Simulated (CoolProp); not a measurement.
Vapour-liquid equilibrium of propylene (1) + R22 (2) at 297.7 K; x and y are mole fractions of (1).

The numbers come from the multi-fluid Helmholtz-energy mixture model, Lemmon 2013 and Kamei 1995; pair parameters Bell 2016 in CoolProp.

### Question
Give the bubble pressure and the first vapour's composition at x = 0.15, 0.35, 0.85. Is there an azeotrope?

### Answer
x = 0.15: 1093 kPa, y = 0.184; x = 0.35: 1147 kPa, y = 0.385; x = 0.85: 1168 kPa, y = 0.839. y crosses x between x = 0.65 and 0.75: the model has an azeotrope there.

Pair parameters are fitted to limited data, so mixtures are less certain than the pure fluids.
